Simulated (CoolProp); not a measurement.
Vapour-liquid equilibrium of dimethyl carbonate (1) + n-heptane (2) at 0.0207 MPa; x and y are mole fractions of (1).

Computed with CoolProp (multi-fluid Helmholtz-energy mixture model, Zhou 2011 and Span 2003; pair parameters Bell 2016).

Question: Give the bubble temperature and the first vapour's composition at x = 0.05, 0.45, 0.95. Is there an azeotrope?

Answer: x = 0.05: 47.6 °C, y = 0.212; x = 0.45: 39.0 °C, y = 0.565; x = 0.95: 43.3 °C, y = 0.804. y crosses x between x = 0.55 and 0.65: the model has an azeotrope there.

Pair parameters are fitted to limited data, so mixtures are less certain than the pure fluids.
